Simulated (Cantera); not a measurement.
Source: NASA polynomial tables (part measured, part estimated), evaluated in Cantera. Values are per mole of reaction as written; species without (g) are pure solids or liquids, kept so even where they would boil at 1 bar.

### Question
Between 2100 and 3000 K, where is each reaction favourable under standard conditions?
- 2 H₂O(g) + C₂H₂(g) = 2 CH₃(g) + O₂(g)
- C₂H₂(g) + 4 OH(g) = 2 O₂(g) + 2 CH₃(g)
- 4 CO(g) + 10 CH₃(g) = C₆H₆(g) + 4 C₂H₅OH(g)

### Answer
- 2 H₂O(g) + C₂H₂(g) = 2 CH₃(g) + O₂(g): ΔG° is 523 kJ at 2100 K and 512 kJ at 3000 K; it stays positive (K < 1). ΔH° is 548 kJ and ΔS° 12 J/K at 3000 K.
- C₂H₂(g) + 4 OH(g) = 2 O₂(g) + 2 CH₃(g): ΔG° is 231 kJ at 2100 K and 373 kJ at 3000 K; it stays positive (K < 1). ΔH° is -98 kJ and ΔS° -157 J/K at 3000 K.
- 4 CO(g) + 10 CH₃(g) = C₆H₆(g) + 4 C₂H₅OH(g): ΔG° is 978 kJ at 2100 K and 2154 kJ at 3000 K; it stays positive (K < 1). ΔH° is -1719 kJ and ΔS° -1291 J/K at 3000 K.
